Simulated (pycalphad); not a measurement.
CALPHAD calculation (pycalphad, COST 507 light-alloy database (1999)), 1 atm. These are 1990s assessments: newer ones move some temperatures and phases. Phase fractions are per mole of atoms. Kinetics are ignored, which matters at the lower temperatures.

Problem. Give the equilibrium state of Ti-8.333Hf-0.4658B (wt.%) at 890 K.

Solution. HCP_A3, fraction 0.958, with 8.5 Hf, 0.02 B wt.%; BM, fraction 0.042, with 0.72 Hf, 18.3 B wt.%.

Problem. Give the equilibrium state of Ti-8.333Hf-0.4658B (wt.%) at 1370 K.

Solution. 
```
T = 1370.00 K, P = 101325 Pa, N = 1 mol of atoms
G = -76009 J/mol, H = 32756 J/mol, S = 79.39 J/(mol K)  (SER reference)
chemical potentials (J/mol): Ti -72055, Hf -134240, B -187750
phase             fraction      x(Ti)      x(Hf)       x(B)
BCC_A2              0.9598     0.9741     0.0243     0.0015
BM                  0.0402     0.4983     0.0017     0.5000
```

Database names, with the compositions (at.%) that they take in these runs: BM: Ti 50 B 50. BCC_A2 is bcc; HCP_A3 is hcp.
